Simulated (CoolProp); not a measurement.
Saturated liquid density (kg/m³) of carbon dioxide: the reference equation beside estimates from Tc = 31.0 °C, pc = 7.377 MPa, ω = 0.224.

Values from CoolProp's reference Helmholtz-energy equation of state, Span 1996.

| T (°C) | reference | Redlich-Kwong | Peng-Robinson |
|---|---|---|---|
| -33.95 | 1092 | 954.2 | 1128 |
| -29.85 | 1075 | 935.1 | 1107 |
| -25.75 | 1057 | 915.3 | 1084 |
| -21.65 | 1039 | 894.8 | 1061 |
| -17.45 | 1020 | 872.8 | 1035 |
| -13.35 | 999.9 | 850.4 | 1009 |
| -9.25 | 979.0 | 827.0 | 981.1 |
| -5.15 | 957.0 | 802.3 | 951.5 |
| -1.05 | 933.7 | 776.3 | 919.8 |
| 3.05 | 908.6 | 748.6 | 885.7 |
| 7.15 | 881.5 | 718.9 | 848.7 |
| 11.25 | 851.7 | 686.7 | 808.2 |
| 15.45 | 817.3 | 650.3 | 761.9 |
| 19.55 | 778.1 | 610.3 | 710.3 |
| 23.65 | 729.8 | 562.9 | 648.8 |

Absolute difference from the reference over all 15 rows, mean and median: Redlich-Kwong 16.7 and 16.2 %, Peng-Robinson 3.6 and 2.6 %.
